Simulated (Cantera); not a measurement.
An isothermal, constant-pressure homogeneous reactor starts with NO : N2 = 1 : 2.9 (molar parts), at 1800 K and 2670 Pa. Integrator tolerance rtol = 1e-08.

Detailed kinetics in Cantera: GRI-Mech 3.0 (53 species, 325 reactions). Radical loss at walls, strong at low pressure, is not modelled.

| quantity | before | after |
|---|---|---|
| x(NO) at 70.0 s | 0.172 (gas-phase equilibrium 0.00340) | 0.0616 (gas-phase equilibrium 0.00186) |
| x(O2) at 70.0 s | 0.0421 (gas-phase equilibrium 0.126) | 0.00445 (gas-phase equilibrium 0.0343) |
| x(N2O) at 70.0 s | 9.99e-6 (gas-phase equilibrium 3.35e-8) | 1.45e-6 (gas-phase equilibrium 1.93e-8) |
| x(NO2) at 70.0 s | 3.11e-5 (gas-phase equilibrium 1.08e-6) | 3.80e-6 (gas-phase equilibrium 3.08e-7) |
| x(N2) at 70.0 s | 0.786 (gas-phase equilibrium 0.870) | 0.934 (gas-phase equilibrium 0.964) |
| x(O) at 70.0 s | 0.000162 (gas-phase equilibrium 0.000267) | 5.59e-5 (gas-phase equilibrium 0.000139) |

Problem. Which change was made?
A. temperature 1800 to 1900 K
B. temperature 1800 to 2125 K
C. NO 1 to 0.22 parts
D. pressure from 2670 Pa to 1330 Pa

Solution. C, NO 1 to 0.22 parts
